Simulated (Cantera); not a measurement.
An isothermal, constant-pressure homogeneous reactor starts with C3H8 : H2 = 1 : 3.1 (molar parts), at 1950 K and 0.240 Torr. Integrator tolerance rtol = 1e-08.

Detailed kinetics in Cantera: GRI-Mech 3.0 (53 species, 325 reactions). GRI-Mech 3.0 was tuned for natural gas; its chemistry of propane as a main component is partial and can be far from experiment. GRI-Mech 3.0 stops at C3 and has no aromatics, soot or wall deposition, so with more carbon than oxygen in the feed, carbon stays in small species such as C2H2 where larger ones or solid carbon would form. Radical loss at walls, strong at low pressure, is not modelled.

Question: What does this change do: pressure from 0.240 Torr to 1.10 bar?

Answer: 
| quantity | before | after |
|---|---|---|
| x(C3H8) at 6.00 s | <1e-12 (gas-phase equilibrium <1e-12) | 2.42e-10 (gas-phase equilibrium 2.42e-10) |
| x(H2) at 6.00 s | 0.778 (gas-phase equilibrium 0.739) | 0.782 (gas-phase equilibrium 0.782) |
| x(CH4) at 6.00 s | 0.00156 (gas-phase equilibrium 1.91e-6) | 0.00718 (gas-phase equilibrium 0.00718) |
| x(H) at 6.00 s | 0.0102 (gas-phase equilibrium 0.0555) | 0.000974 (gas-phase equilibrium 0.000974) |
| x(C2H2) at 6.00 s | 0.210 (gas-phase equilibrium 0.205) | 0.208 (gas-phase equilibrium 0.208) |

Question: What does this change do: C3H8 1 to 0.3 parts?

Answer: 
| quantity | before | after |
|---|---|---|
| x(C3H8) at 6.00 s | <1e-12 (gas-phase equilibrium <1e-12) | <1e-12 (gas-phase equilibrium <1e-12) |
| x(H2) at 6.00 s | 0.778 (gas-phase equilibrium 0.739) | 0.885 (gas-phase equilibrium 0.839) |
| x(CH4) at 6.00 s | 0.00156 (gas-phase equilibrium 1.91e-6) | 0.00192 (gas-phase equilibrium 1.62e-6) |
| x(H) at 6.00 s | 0.0102 (gas-phase equilibrium 0.0555) | 0.00985 (gas-phase equilibrium 0.0591) |
| x(C2H2) at 6.00 s | 0.210 (gas-phase equilibrium 0.205) | 0.103 (gas-phase equilibrium 0.101) |
